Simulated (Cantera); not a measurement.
Input (Python, Cantera):

```python
import numpy as np
import cantera as ct

gas = ct.Solution("SiF4_NH3_mec.yaml", "gas")
gas.TPX = 1948, 101325, {'NH3': 1, 'N2': 6}
reactor = ct.IdealGasConstPressureReactor(gas, energy="off", clone=False)
net = ct.ReactorNet([reactor])
net.rtol, net.atol = 1e-08, 1e-18
show = ['NH3', 'N', 'NH2', 'NH', 'H2']
times = np.geomspace(0.0002, 20, 13)

steps = ct.SolutionArray(gas, extra=["t"])
rows = []
print(f"{'t/s':>10s}{'T/K':>9s}{'P/Pa':>11s}" + "".join(f"{s:>11s}" for s in show))
for t in times:
    while net.time < t:
        t_next = net.step()
        steps.append(gas.state, t=t_next)
    rows.append([np.interp(t, steps.t, y) for y in (steps.T, steps.P, *steps(*show).X.T)])
    print(f"{t:10.3e}{rows[-1][0]:9.1f}{rows[-1][1]:11.4g}" + "".join(f"{x:11.3e}" for x in rows[-1][2:]))
rate = np.gradient(steps.T, steps.t)
print("integrator steps:", len(steps.t))
if steps.T.max() > steps.T[0] + 200:
    print(f"time of steepest temperature rise: {steps.t[rate.argmax()]:.4e} s")
gas.TPX = 1948, 101325, {'NH3': 1, 'N2': 6}
gas.equilibrate("TP")
print(f"equilibrium (TP): T = {gas.T:.1f} K  " + "  ".join(f"{s} {gas[s].X[0]:.3e}" for s in show))
```

Output:

```
       t/s      T/K       P/Pa        NH3          N        NH2         NH         H2
 2.000e-04   1948.0  1.013e+05  1.425e-01  5.561e-09  2.865e-04  1.827e-06  2.391e-04
 5.220e-04   1948.0  1.013e+05  1.418e-01  1.772e-08  3.973e-04  3.062e-06  1.022e-03
 1.363e-03   1948.0  1.013e+05  1.400e-01  4.671e-08  3.834e-04  3.611e-06  3.372e-03
 3.557e-03   1948.0  1.013e+05  1.355e-01  1.215e-07  3.458e-04  4.391e-06  9.339e-03
 9.283e-03   1948.0  1.013e+05  1.245e-01  2.612e-07  2.960e-04  5.203e-06  2.380e-02
 2.423e-02   1948.0  1.013e+05  1.005e-01  4.092e-07  2.365e-04  5.490e-06  5.530e-02
 6.325e-02   1948.0  1.013e+05  5.980e-02  4.895e-07  1.580e-04  4.811e-06  1.088e-01
 1.651e-01   1948.0  1.013e+05  1.860e-02  4.626e-07  6.759e-05  3.041e-06  1.629e-01
 4.309e-01   1948.0  1.013e+05  2.208e-03  2.613e-07  1.324e-05  1.010e-06  1.844e-01
 1.125e+00   1948.0  1.013e+05  2.851e-04  6.266e-08  2.094e-06  1.968e-07  1.868e-01
 2.936e+00   1948.0  1.013e+05  7.628e-05  1.749e-08  5.679e-07  5.414e-08  1.871e-01
 7.662e+00   1948.0  1.013e+05  2.600e-05  5.982e-09  1.938e-07  1.850e-08  1.872e-01
 2.000e+01   1948.0  1.013e+05  9.628e-06  2.216e-09  7.177e-08  6.850e-09  1.872e-01
integrator steps: 1827
equilibrium (TP): T = 1948.0 K  NH3 1.618e-06  N 3.723e-10  NH2 1.206e-08  NH 1.151e-09  H2 1.872e-01
```

Computed with Cantera and the gas-phase N/H chemistry of the illustrative SiF4/NH3 mechanism in the Surface Chemkin manual (1991). Walls and surfaces, which speed up NH3 decomposition in real reactors, are not modelled.
